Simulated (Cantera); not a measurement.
An adiabatic, constant-pressure homogeneous reactor starts with CO : H₂ : O₂ : N₂ = 1 : 0.28 : 0.78 : 4.53 (molar parts), at 1023 K and 0.523 atm.

Computed with Cantera and GRI-Mech 3.0 (53 species, 325 reactions).

Question: Predict: time of steepest temperature rise; temperature at 10.0 s; equilibrium temperature; x(CO) at 10.0 s; x(H₂) at 10.0 s; x(O₂) at 10.0 s; x(NO) at 10.0 s; x(H) at 10.0 s.

Answer: 
```json
{
  "time_of_steepest_temperature_rise": "0.564 ms",
  "temperature at 10.0 s": "2336 K",
  "equilibrium_temperature": "2336 K",
  "x(CO) at 10.0 s": "0.0178 (gas-phase equilibrium 0.0178)",
  "x(H₂) at 10.0 s": "0.000912 (gas-phase equilibrium 0.000912)",
  "x(O₂) at 10.0 s": "0.0280 (gas-phase equilibrium 0.0280)",
  "x(NO) at 10.0 s": "0.00604 (gas-phase equilibrium 0.00604)",
  "x(H) at 10.0 s": "0.000486 (gas-phase equilibrium 0.000486)"
}
```
